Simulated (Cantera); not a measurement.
Cantera run, input and output.

```python
import numpy as np
import cantera as ct

gas = ct.Solution("gri30.yaml")
gas.TPX = 475, 250000, {'CO': 1, 'H2': 0.17, 'O2': 0.487, 'N2': 1.83}
flame = ct.FreeFlame(gas, width=0.021)
flame.set_refine_criteria(ratio=3, slope=0.08, curve=0.16)
flame.transport_model = "mixture-averaged"
flame.solve(loglevel=0, auto=True)
z, T = flame.grid, flame.T
thick = (T[-1] - T[0]) / np.gradient(T, z).max()
show = ['CO', 'H2', 'O2', 'H2O2', 'CO2', 'H2O']
print(f"laminar burning velocity  {flame.velocity[0] * 100:.3f} cm/s")
print(f"burnt temperature         {T[-1]:.1f} K")
print(f"thermal thickness         {thick * 1e3:.4f} mm")
print(f"grid points               {len(z)}")
z0 = z[flame.heat_release_rate.argmax()]
print(f"{'z/mm':>9s}{'T/K':>9s}{'u/(m/s)':>9s}" + "".join(f"{s:>11s}" for s in show))
rows = []
for k in (-3, -2, -1.5, -1, -0.5, -0.25, 0, 0.25, 0.5, 1, 2, 4, 8):
    zz = z0 + k * thick
    rows.append([k * thick, np.interp(zz, z, T), np.interp(zz, z, flame.velocity),
                 *(np.interp(zz, z, flame.X[gas.species_index(s)]) for s in show)])
    print(f"{rows[-1][0] * 1e3:9.3f}{rows[-1][1]:9.1f}{rows[-1][2]:9.3f}" + "".join(f"{x:11.3e}" for x in rows[-1][3:]))
```

It prints:

```
laminar burning velocity  134.717 cm/s
burnt temperature         2523.6 K
thermal thickness         0.2160 mm
grid points               120
     z/mm      T/K  u/(m/s)         CO         H2         O2       H2O2        CO2        H2O
   -0.648    475.0    1.347  2.868e-01  4.873e-02  1.397e-01  4.197e-11  1.194e-10  6.291e-09
   -0.432    475.0    1.347  2.868e-01  4.860e-02  1.397e-01  1.129e-09  4.142e-09  1.392e-07
   -0.324    475.0    1.347  2.869e-01  4.823e-02  1.397e-01  1.759e-08  9.201e-08  1.677e-06
   -0.216    475.5    1.346  2.873e-01  4.694e-02  1.399e-01  2.521e-07  1.803e-06  1.920e-05
   -0.108    500.9    1.409  2.885e-01  4.013e-02  1.402e-01  1.957e-05  3.712e-04  9.558e-04
   -0.054    749.7    2.085  2.792e-01  2.915e-02  1.320e-01  7.541e-05  1.090e-02  9.773e-03
    0.000   1239.0    3.377  2.409e-01  1.412e-02  1.012e-01  1.101e-05  5.313e-02  2.944e-02
    0.054   1578.6    4.204  1.903e-01  5.782e-03  6.509e-02  1.596e-06  1.117e-01  3.882e-02
    0.108   1770.6    4.628  1.558e-01  4.789e-03  4.614e-02  7.254e-07  1.535e-01  3.773e-02
    0.216   1964.0    5.045  1.300e-01  5.045e-03  3.365e-02  3.492e-07  1.859e-01  3.734e-02
    0.432   2135.1    5.420  1.173e-01  4.565e-03  2.693e-02  1.873e-07  2.026e-01  4.114e-02
    0.864   2275.6    5.719  1.057e-01  3.843e-03  2.097e-02  1.140e-07  2.176e-01  4.460e-02
    1.728   2385.2    5.944  9.464e-02  3.244e-03  1.548e-02  7.844e-08  2.314e-01  4.703e-02
```

Computed with Cantera and GRI-Mech 3.0 (53 species, 325 reactions). The hydrogen kinetics of GRI-Mech 3.0 are dated; newer H2 mechanisms differ, most at raised pressure. Burning velocities carry a grid error of a few per cent, more on coarse grids.
